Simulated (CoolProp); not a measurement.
Vapour-liquid equilibrium of n-decane (1) + n-dodecane (2) at 158.45 °C; x and y are mole fractions of (1).

Computed with CoolProp (multi-fluid Helmholtz-energy mixture model, Lemmon 2006 and Lemmon 2004; pair parameters Bell 2016).

Give the bubble pressure and the first vapour's composition at x = 0.05, 0.55, 0.85. Is there an azeotrope?

x = 0.05: 0.02241 MPa, y = 0.141; x = 0.55: 0.04571 MPa, y = 0.797; x = 0.85: 0.05978 MPa, y = 0.947. No azeotrope shows between x = 0.05 and 0.95.

The pair parameters rest on a limited set of measurements; away from them the model extrapolates.
